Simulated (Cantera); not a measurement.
An isothermal, constant-pressure homogeneous reactor starts with N₂O : H₂O = 1 : 0.0065 (molar parts), at 1423 K and 0.0158 atm. Integrator tolerance rtol = 1e-08.

Computed with Cantera and GRI-Mech 3.0 (53 species, 325 reactions). GRI-Mech 3.0 was tuned for natural gas; its chemistry of N2O as a main component is partial and can be far from experiment. Radical loss at walls, strong at low pressure, is not modelled. The temperature is held fixed by assumption; the heat of reaction is taken as removed at once.

### Question
What does this change do: H2O 0.0065 to 0.0025 parts?

### Answer
```json
[
 {"quantity": "x(N₂O) at 3.00 s", "before": "0.260 (gas-phase equilibrium 6.96e-9)", "after": "0.266 (gas-phase equilibrium 6.99e-9)"},
 {"quantity": "x(H₂O) at 3.00 s", "before": "0.00485 (gas-phase equilibrium 0.00430)", "after": "0.00187 (gas-phase equilibrium 0.00166)"},
 {"quantity": "x(O) at 3.00 s", "before": "3.06e-5 (gas-phase equilibrium 6.17e-6)", "after": "3.12e-5 (gas-phase equilibrium 6.18e-6)"},
 {"quantity": "x(OH) at 3.00 s", "before": "5.93e-5 (gas-phase equilibrium 2.53e-5)", "after": "3.71e-5 (gas-phase equilibrium 1.57e-5)"},
 {"quantity": "x(H₂O₂) at 3.00 s", "before": "2.22e-10 (gas-phase equilibrium 4.07e-11)", "after": "8.62e-11 (gas-phase equilibrium 1.57e-11)"},
 {"quantity": "x(H₂) at 3.00 s", "before": "1.46e-7 (gas-phase equilibrium 3.80e-8)", "after": "5.79e-8 (gas-phase equilibrium 1.46e-8)"},
 {"quantity": "x(H) at 3.00 s", "before": "8.17e-8 (gas-phase equilibrium 1.03e-8)", "after": "5.27e-8 (gas-phase equilibrium 6.39e-9)"}
]
```

### Question
What does this change do: N2O 1 to 0.54 parts?

### Answer
```tsv
quantity	before	after
x(N₂O) at 3.00 s	0.260 (gas-phase equilibrium 6.96e-9)	0.252 (gas-phase equilibrium 6.92e-9)
x(H₂O) at 3.00 s	0.00485 (gas-phase equilibrium 0.00430)	0.00892 (gas-phase equilibrium 0.00794)
x(O) at 3.00 s	3.06e-5 (gas-phase equilibrium 6.17e-6)	3.04e-5 (gas-phase equilibrium 6.16e-6)
x(OH) at 3.00 s	5.93e-5 (gas-phase equilibrium 2.53e-5)	8.00e-5 (gas-phase equilibrium 3.44e-5)
x(H₂O₂) at 3.00 s	2.22e-10 (gas-phase equilibrium 4.07e-11)	4.13e-10 (gas-phase equilibrium 7.50e-11)
x(H₂) at 3.00 s	1.46e-7 (gas-phase equilibrium 3.80e-8)	2.65e-7 (gas-phase equilibrium 7.03e-8)
x(H) at 3.00 s	8.17e-8 (gas-phase equilibrium 1.03e-8)	1.09e-7 (gas-phase equilibrium 1.40e-8)
```
